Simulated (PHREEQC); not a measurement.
Dissolve 0.11 mol HF, 0.044 mol NaF, 0.00039 mol H4SiO4 and 0.0013 mol HCl per kg of water at 67 °C. Closed to the air; pH follows from the charge balance.

Computed with PHREEQC (ion-association model, wateq4f.dat).

No solid was allowed to form.

### Question
Order these F species by the share of F that they hold, largest first: F-, HF2-, H2F2, SiF6-2, HF.

### Answer
HF (57 %), F- (20 %), HF2- (16 %), H2F2 (5.2 %), SiF6-2 (1.5 %)

The pH is 2.97 and the ionic strength 0.0452 mol/kgw. wateq4f.dat counts part of the HF as a dimer, H2F2, which phreeqc.dat doesn't know; its constant is uncertain. Constants without temperature data keep their 25 °C values here. SiF6-2 is the database's only silicon fluoride.
